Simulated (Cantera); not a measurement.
A Cantera script and what it prints.

```python
import numpy as np
import cantera as ct

gas_names = """
    OH
""".split()
cond_names = """
    CuO2H2(s) Cu(cr) Cu(L)
""".split()


# ... load() reads the species with a 1 bar reference pressure and builds the phases ...
species = {s.name: s for s in load("nasa_gas.yaml", gas_names) + load("nasa_condensed.yaml", cond_names)}
# Each term lists the table entries of one substance; the one whose range holds T is used.
reactions = {
    'Cu(OH)2 = 2 OH(g) + Cu':
        [(-1, ['CuO2H2(s)']), (2, ['OH']), (1, ['Cu(cr)', 'Cu(L)'])],
}


def pick(names, T):
    return next(species[n] for n in names if species[n].thermo.min_temp <= T <= species[n].thermo.max_temp)


results = []
for label, terms in reactions.items():
    print(label)
    print("     T/K   dH/kJ  dS/(J/K)   dG/kJ   log10 K")
    for T in [650, 700, 750, 800, 850, 900, 950, 1000, 1050, 1100, 1150]:
        used = [(nu, pick(names, T)) for nu, names in terms]
        dH = sum(nu * s.thermo.h(T) for nu, s in used) / 1e6
        dS = sum(nu * s.thermo.s(T) for nu, s in used) / 1e3
        dG = dH - T * dS / 1e3
        logK = -dG * 1e6 / (ct.gas_constant * T * np.log(10))
        results.append((label, T, dH, dS, dG, logK, [s.name for _, s in used]))
        print(f"{T:8g} {dH:8.1f} {dS:8.1f} {dG:8.1f} {logK:8.2f}")
```

Output:

```
Cu(OH)2 = 2 OH(g) + Cu
     T/K   dH/kJ  dS/(J/K)   dG/kJ   log10 K
     650    522.8    279.1    341.4   -27.44
     700    521.6    277.2    327.5   -24.44
     750    520.2    275.4    313.7   -21.85
     800    518.9    273.6    300.0   -19.59
     850    517.4    271.9    286.3   -17.60
     900    516.0    270.2    272.8   -15.83
     950    514.5    268.6    259.3   -14.26
    1000    513.0    267.1    245.9   -12.84
    1050    511.5    265.6    232.6   -11.57
    1100    510.1    264.3    219.3   -10.42
    1150    508.6    263.0    206.2    -9.36
```

Cantera with NASA thermochemical tables; ideal gases at 1 bar, condensed phases pure. Condensed species are held in their standard states even where they would react or evaporate.
